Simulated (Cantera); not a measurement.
Input: 1 mol B2H6, 1 mol N2, 6.5 mol H2O, equilibrated at 0.310 bar.

These are equilibrium values from Cantera (NASA tables, ideal gas, pure condensed phases), not measurements of a reactor. Candidate condensed phases: B, BN, B2O3, B3O3H3, H2O; 39 gas species. The feed counts by its element totals alone. Gases not in the tables: H3BO3. Equilibrium is a limit: real reactors are often held back by kinetics, nucleation or transport.

Problem. At 1523 K, list the 4 most abundant gas species with their mole fractions, and the condensed phases.

Solution. H2 0.563, H2O 0.313, N2 0.0938, HBO2 0.0298. Condensed: B2O3(l).
